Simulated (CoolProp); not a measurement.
Vapour pressure (MPa) of methane: the reference equation beside estimates from Tc = 190.6 K, pc = 4.599 MPa, ω = 0.011.

Model: reference Helmholtz-energy equation of state, Setzmann 1991, in CoolProp.

```csv
T (K),reference,van der Waals,Redlich-Kwong,Peng-Robinson
124.7,0.2636,0.6478,0.2216,0.2651
129,0.3458,0.7754,0.3011,0.3477
133.2,0.4430,0.9151,0.3972,0.4456
137.5,0.5621,1.074,0.5167,0.5654
141.7,0.6994,1.246,0.6563,0.7037
145.9,0.8596,1.434,0.8206,0.8651
150.2,1.049,1.645,1.017,1.057
154.4,1.262,1.869,1.237,1.271
158.7,1.511,2.118,1.495,1.522
162.9,1.785,2.379,1.780,1.800
167.2,2.102,2.667,2.107,2.119
171.4,2.448,2.968,2.464,2.468
175.6,2.834,3.289,2.859,2.857
179.9,3.274,3.638,3.304,3.298
```

Absolute difference from the reference over all 14 rows, mean and median: van der Waals 61.9 and 52.5 %, Redlich-Kwong 4.8 and 2.5 %, Peng-Robinson 0.7 and 0.7 %.
